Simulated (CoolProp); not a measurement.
The fluid at 293.15 K and 2.56 MPa flows at 0.74 m/s in a round tube of 2 mm bore and 1.5 µm roughness, fully developed (64/Re and Nu = 3.66 if laminar; Colebrook and Gnielinski if turbulent). The same conditions are run with several fluids, on thermodynamics alone (safety and materials aside).

The numbers come from the reference Helmholtz-energy equation of state of each fluid (R410A: Lemmon 2003; c-C4F8 (RC318): Platzer 1990; R141b: Lemmon 2006; R404A: Lemmon 2003; R152A: Outcalt 1996) in CoolProp. The equations of Platzer and Polt are older, rougher fits. Blends and air are pseudo-pure fits.

| fluid | Reynolds number | Darcy friction factor | pressure drop (Pa/m) | heat-transfer coefficient (W/(m² K)) | mass flow (kg/h) |
|---|---|---|---|---|---|
| R410A | 12400 | 0.0305 | 4560 | 2910 | 9.14 |
| c-C4F8 (RC318) | 5490 | 0.0373 | 7820 | 1480 | 12.8 |
| R141b | 4160 | 0.0402 | 6870 | ___ | 10.4 |
| R404A | 11400 | 0.0311 | 4600 | 2280 | ___ |
| R152A | ___ | ___ | 4300 | 2360 | 7.69 |

Q: Some entries are withheld; supply them.

A: 
- R141b, heat-transfer coefficient (W/(m² K)): 1400
- R404A, mass flow (kg/h): 9.05
- R152A, Reynolds number: 7690
- R152A, Darcy friction factor: 0.0341

Transport values come from each fluid's own correlations; those of c-C4F8 (RC318), R141b, R152A are estimates that may be off by 10 % or more.
